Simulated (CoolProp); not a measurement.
Properties of sulfur dioxide along the isobar 6.77 MPa (Tc = 430.6 K, pc = 7.887 MPa, ω = 0.256).

Values from CoolProp's reference Helmholtz-energy equation of state, Gao 2016.

| T (K) | phase | density (kg/m³) | cp (kJ/(kg K)) | speed of sound (m/s) | expansivity (1/kK) |
|---|---|---|---|---|---|
| 391.5 | liquid | 1057 | 1.777 | 476.3 | 4.889 |
| 404.8 | liquid | 978.0 | 2.063 | 390.8 | 7.061 |
| 418.2 | liquid | 853.8 | 3.194 | 277.5 | 16.20 |
| 431.5 | gas | 208.2 | 2.233 | 199.0 | 15.26 |
| 444.9 | gas | 178.2 | 1.562 | 214.6 | 9.175 |
| 458.2 | gas | 160.5 | 1.307 | 226.3 | 6.859 |
| 471.6 | gas | 147.8 | 1.169 | 236.0 | 5.582 |
| 484.9 | gas | 138.0 | 1.084 | 244.5 | 4.770 |
| 498.3 | gas | 130.0 | 1.027 | 252.1 | 4.195 |
| 511.6 | gas | 123.3 | 0.9867 | 259.0 | 3.769 |
| 525 | gas | 117.5 | 0.9572 | 265.5 | 3.435 |
